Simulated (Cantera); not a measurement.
Feed: 1 mol SiCl4, 0.19 mol O3, 0.45 mol N2O, at 1200 K and 0.000120 bar.

These are equilibrium values from Cantera (NASA tables, ideal gas, pure condensed phases), not measurements of a reactor. The tables hold silica as quartz up to 1696 K and as liquid above; real silica turns to tridymite and cristobalite and melts near 1996 K. Equilibrium is a limit: real reactors are often held back by kinetics, nucleation or transport.

```
species                before    after
--------------------  -------  -------
Cl                      0.248    0.733
SiO                     <1e-9    0.112
N2                      0.201    0.100
Cl2                     0.332  0.00178
SiCl4                   0.219   0.0175
SiCl2                 1.02e-9   0.0219
SiCl3                 5.04e-6   0.0139
SiO2(β-quartz), mol     0.510        0
SiO2(condensed), mol        0    0.259
```
Gas species are given as mole fractions.

### Question
What was changed between the two runs?
A) pressure from 0.000120 bar to 1.00 bar
B) N2O from 0.45 to 28 mol
C) temperature from 1200 K to 1698 K
D) pressure from 0.000120 bar to 0.000470 bar

### Answer
C, temperature from 1200 K to 1698 K. The tables' values for SiCl3 are old estimates; treat these amounts as uncertain
